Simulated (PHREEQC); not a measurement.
Make-up at 90 °C: 0.079 mol ZnCl2 per kg of water. Closed to the air; pH follows from the charge balance.

Equilibrium calculation in PHREEQC: ion-association model, phreeqc.dat.

This is a speciation only: nothing precipitates in the calculation.

### Question
Order these Cl species by the share of Cl that they hold, largest first: Cl-, ZnCl3-, ZnCl4-2, ZnCl+, ZnCl2.

### Answer
Cl- (73 %), ZnCl+ (23 %), ZnCl2 (3.3 %), ZnCl3- (0.90 %), ZnCl4-2 (0.19 %)

### Question
Order these Zn species by the share of Zn that they hold, largest first: Zn+2, ZnCl3-, ZnCl2, ZnCl+.

### Answer
Zn+2 (50 %), ZnCl+ (46 %), ZnCl2 (3.3 %), ZnCl3- (0.60 %)

The pH is 4.55 and the ionic strength 0.155 mol/kgw. At this temperature some constants are extrapolated from 25 °C, and those without enthalpy data are left unchanged.
